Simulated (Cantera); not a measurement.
A closed system holds: 1 mol CF4, 0.33 mol F2, equilibrated at 0.100 bar.

These are equilibrium values from Cantera (NASA tables, ideal gas, pure condensed phases), not measurements of a reactor. Candidate condensed phases: C; 13 gas species. Gases not in the tables: C2F6 and larger saturated fluorocarbons. Rates play no part.

Question: At 2400 K, list the 4 most abundant gas species with their mole fractions, and the condensed phases.

Answer: CF4 0.515, F 0.443, CF2 0.0334, CF3 0.00863. Condensed: gas only.
